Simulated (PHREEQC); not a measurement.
Dissolve 0.0025 mol NaH2PO4 and 0.29 mol HCl per kg of water at 25 °C. Closed to the air; pH follows from the charge balance.

Computed with PHREEQC (ion-association model, wateq4f.dat).

```
Property                   Value
-----------------  -------------
pH                          0.65
ionic strength     0.290 mol/kgw
activity of water          0.990
total alkalinity     -290 meq/kg
```

```
species  molality  activity   log γ
-------  --------  --------  ------
Cl-         0.290     0.198  -0.165
H+          0.288     0.225  -0.106
Na+       0.00250   0.00181  -0.139
H3PO4     0.00239   0.00256   0.029
H2PO4-   0.000107   7.71e-5  -0.140
```

No solid was allowed to form. Complexes and solids missing from the database can't appear. H3PO4, which wateq4f.dat lacks, is added to it with the constant of phreeqc.dat.
